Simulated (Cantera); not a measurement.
# Reactions in the system Al-Cl-F

Cantera with NASA thermochemical tables; ideal gases at 1 bar, condensed phases pure. Values are per mole of reaction as written; species without (g) are pure solids or liquids, kept so even where they would boil at 1 bar.

3 F₂(g) + 2 AlCl₃(g) ⇌ 2 AlF₃(g) + 3 Cl₂(g)

```json
[
 {"T (K)": "1473", "ΔH° (kJ)": "-1254.9", "ΔS° (J/K)": "-23.5", "ΔG° (kJ)": "-1220.2", "log10 K": "43.27"},
 {"T (K)": "1623", "ΔH° (kJ)": "-1255.5", "ΔS° (J/K)": "-23.9", "ΔG° (kJ)": "-1216.7", "log10 K": "39.16"},
 {"T (K)": "1773", "ΔH° (kJ)": "-1256.1", "ΔS° (J/K)": "-24.2", "ΔG° (kJ)": "-1213.1", "log10 K": "35.74"},
 {"T (K)": "1923", "ΔH° (kJ)": "-1256.5", "ΔS° (J/K)": "-24.5", "ΔG° (kJ)": "-1209.4", "log10 K": "32.85"},
 {"T (K)": "2073", "ΔH° (kJ)": "-1256.8", "ΔS° (J/K)": "-24.6", "ΔG° (kJ)": "-1205.7", "log10 K": "30.38"},
 {"T (K)": "2223", "ΔH° (kJ)": "-1257.0", "ΔS° (J/K)": "-24.7", "ΔG° (kJ)": "-1202.0", "log10 K": "28.24"},
 {"T (K)": "2373", "ΔH° (kJ)": "-1256.9", "ΔS° (J/K)": "-24.7", "ΔG° (kJ)": "-1198.3", "log10 K": "26.38"},
 {"T (K)": "2523", "ΔH° (kJ)": "-1256.6", "ΔS° (J/K)": "-24.6", "ΔG° (kJ)": "-1194.6", "log10 K": "24.73"}
]
```
